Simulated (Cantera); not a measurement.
Input (Python, Cantera) and output of one run.

```python
import numpy as np
import cantera as ct

gas_names = """
    CL CL2 H HCL H2 Si SiCL SiCL2 SiCL3 SiCL4 SiH SiHCL3 SiH2 SiH2CL2 SiH3 SiH3CL SiH4 Si2 Si3
""".split()
cond_names = """
    Si(cr) Si(L)
""".split()


# ... load() reads the species with a 1 bar reference pressure and builds the phases ...
atoms = {
    'SiCl4': {'Si': 1, 'CL': 4},
    'HCl': {'H': 1, 'CL': 1},
    'H2': {'H': 2},
}
top_T = {}  # K; cautious upper limits of use, not melting points


# ... equilibrate(T, P, feed) seeds the gas with the atoms and calls Mixture.equilibrate('TP', solver="vcs", rtol=1e-11, max_steps=5000) ...
results = []
feed = {'SiCl4': 1, 'HCl': 4.7, 'H2': 2.1}  # mol
T = 625  # K
P = 10000  # Pa
mix = equilibrate(T, P, feed)
results.append((T, P, feed, dict(zip(mix.species_names, mix.species_moles))))
x = sorted(zip(gas.X, gas.species_names), reverse=True)
print(f"T = {T:g} K  P = {P:g} Pa  gas = {mix.phase_moles(0):.4g} mol")
print("   x: " + "  ".join(f"{s} {v:.3e}" for v, s in x if v > 1e-06))
print("   condensed (mol): " + ("  ".join(f"{mix.phase(i).name} {mix.phase_moles(i):.4g}"
      for i in range(1, mix.n_phases) if mix.phase_moles(i) > 1e-12) or "none"))
```

Result:

```
T = 625 K  P = 10000 Pa  gas = 7.8 mol
   x: HCL 6.026e-01  H2 2.692e-01  SiCL4 1.282e-01  SiHCL3 2.769e-06
   condensed (mol): none
```

Method: chemical equilibrium by Gibbs-energy minimisation in Cantera with the NASA 1993 tables (ideal gas, pure condensed phases).
